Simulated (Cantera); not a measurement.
Mixture: CH₄ : O₂ : N₂ = 1 : 2.5 : 9.4 (molar parts), equivalence ratio 0.80, at 1800 Torr, adiabatic and at constant pressure. Ignition delay is the time to a rise of 400 K.

Computed with Cantera and GRI-Mech 3.0 (53 species, 325 reactions).

Task: What does this change do: pressure from 1800 Torr to 563 Torr?

Result: 
```json
[
 {"quantity": "delay at 1000 K", "before": "0.378 s", "after": "1.33 s"},
 {"quantity": "delay at 1075 K", "before": "0.113 s", "after": "0.364 s"},
 {"quantity": "delay at 1150 K", "before": "37.2 ms", "after": "0.110 s"},
 {"quantity": "delay at 1225 K", "before": "13.2 ms", "after": "36.2 ms"},
 {"quantity": "delay at 1300 K", "before": "5.08 ms", "after": "13.1 ms"},
 {"quantity": "delay at 1375 K", "before": "2.09 ms", "after": "5.16 ms"},
 {"quantity": "delay at 1450 K", "before": "0.916 ms", "after": "2.23 ms"},
 {"quantity": "apparent activation energy between 1300 and 1450 K", "before": "180 kJ/mol", "after": "180 kJ/mol"}
]
```
